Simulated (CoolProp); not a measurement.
Values from CoolProp's reference Helmholtz-energy equation of state, McLinden 2015.

**Question.** Give the vapour pressure (MPa), liquid density (kg/m³), vapour density (kg/m³), enthalpy of vaporisation (kJ/kg) of saturated the fluoroketone C6F12O (FK-5-1-12) at 348.4, 367.1, 385.7 K.

**Answer.** 
| T (K) | p (MPa) | liquid density (kg/m³) | vapour density (kg/m³) | enthalpy of vaporisation (kJ/kg) |
|---|---|---|---|---|
| 348.4 | 0.232 | 1440 | 28.6 | 79.6 |
| 367.1 | 0.384 | 1360 | 47.7 | 72.8 |
| 385.7 | 0.602 | 1280 | 76.9 | 64.9 |
